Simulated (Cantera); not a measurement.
**Thermodynamics of silicon nitride deposition, feed Si₂Cl₆ + NH₃ + N₂**

Feed: 1 mol Si₂Cl₆, a varied amount of NH₃, 29 mol N₂, at 1625 K and 75.0 Torr.

These are equilibrium values from Cantera (NASA tables, ideal gas, pure condensed phases), not measurements of a reactor. Candidate condensed phases: NH₄Cl, Si, Si₃N₄; 28 gas species. The feed counts by its element totals alone. The tables' values for SiCl₃ are old estimates; treat these amounts as uncertain. The numbers say what is thermodynamically allowed, not how fast it happens.

```tsv
n(NH₃) (mol)	x N₂	x HCl	x H₂	x SiCl₂	x SiCl₃	x SiCl₄	n Si₃N₄(s)
0.92	0.877	0.0615	0.0106	0.0376	0.00843	0.00440	0.105
1.1	0.870	0.0691	0.0144	0.0352	0.00763	0.00384	0.142
1.3	0.861	0.0765	0.0190	0.0328	0.00684	0.00332	0.178
1.5	0.853	0.0828	0.0240	0.0307	0.00616	0.00287	0.210
1.8	0.842	0.0906	0.0320	0.0278	0.00529	0.00234	0.253
2.1	0.831	0.0967	0.0404	0.0253	0.00457	0.00192	0.289
2.5	0.817	0.103	0.0520	0.0225	0.00381	0.00150	0.330
2.9	0.804	0.107	0.0639	0.0201	0.00321	0.00119	0.363
3.4	0.789	0.111	0.0789	0.0177	0.00262	0.000906	0.398
4.1	0.769	0.114	0.0996	0.0150	0.00203	0.000640	0.435
```
x: gas mole fraction; n: condensed amount in mol.

From 0.92 mol NH₃ to 4.1 mol NH₃ the condensed part is Si₃N₄(s). The main Si-bearing gas is SiCl₂ throughout. The share of Si in condensed phases is highest at 4.1 mol NH₃ (65.2 %) and lowest at 0.92 mol NH₃ (15.8 %).
